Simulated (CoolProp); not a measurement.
Aqueous lithium chloride as a coolant, at 25 °C, 1 atm.

Values from CoolProp's Melinder's fits for secondary coolants.

```
mass %  freezing point (°C)  conductivity (W/(m K))  viscosity (mPa s)  cp (kJ/(kg K))  density (kg/m³)
------  -------------------  ----------------------  -----------------  --------------  ---------------
4.9                    -4.9                   0.594               1.06           3.921             1025
6.5                    -7.0                   0.590               1.12           3.843             1034
8.1                    -9.2                   0.586               1.18           3.767             1044
9.7                   -11.7                   0.582               1.25           3.693             1053
11.3                  -14.6                   0.578               1.33           3.622             1062
12.9                  -18.1                   0.574               1.41           3.554             1071
14.5                  -22.4                   0.571               1.50           3.488             1081
16.1                  -27.6                   0.567               1.61           3.425             1090
17.7                  -33.7                   0.564               1.72           3.365             1100
19.3                  -40.6                   0.561               1.84           3.310             1110
20.9                  -48.2                   0.557               1.98           3.260             1120
```
